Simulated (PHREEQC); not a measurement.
# Hard or scaling water with copper plating or etch bath (model solution)

Solution A (0.00046 mol/kgw CaSO4, 1.3e-05 mol/kgw CO2 and 4.9e-05 mol/kgw H4SiO4) is mixed with solution B (28 mmol/kgw Cu(BF4)2, 15 mmol/kgw HBF4 and 4.1 mmol/kgw NaCl) at 25 °C; shares are by mass of water, 1 kg in all. Oxygen alone is held at its pressure in air (log pO2 = -0.68). CO2 from the air is kept out. Only these solids could form: Calcite, Gypsum, Fluorite, Portlandite, Cu(OH)2, Malachite, Brochantite, Antlerite, Atacamite, Chalcedony, Halite, Mirabilite, Chalcanthite, Nahcolite, Natron, CuF2:2H2O.

The series has 11 steps of share of solution B, from 0 to 1.

Computed with PHREEQC (ion-association model, wateq4f.dat).

**Question.** Which solids form, in which order, and at which step of the series does each first stand?

**Answer.** Fluorite from share of solution B = 0.1 (pH 2.67), last present at share of solution B = 0.7.

Species that the database lacks are ignored. SiF6-2 is the database's only silicon fluoride. Real BF4- forms and hydrolyses slowly; the run takes it at equilibrium.
